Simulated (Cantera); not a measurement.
Charge: 1 mol CH2F2, 0.26 mol CH4, equilibrated at 1902 °C and 13.3 mbar.

Cantera equilibrium calculation (NASA polynomials, part measured and part estimated; ideal gas, pure solids and liquids). Candidate condensed phases: C, C6H6, C7H8, C8H18; 95 gas species. Equilibrium is a limit: real reactors are often held back by kinetics, nucleation or transport.

### Question
What is the equilibrium state?

### Answer
- x(HF): 0.786
- x(H2): 0.195
- x(H): 0.0187
- x(C2H2 (acetylene)): 0.000434
- x(F): 5.96e-5
- x(C2H): 1.34e-6
- n(C(graphite)): 1.26 mol
- gas amount: 2.544 mol
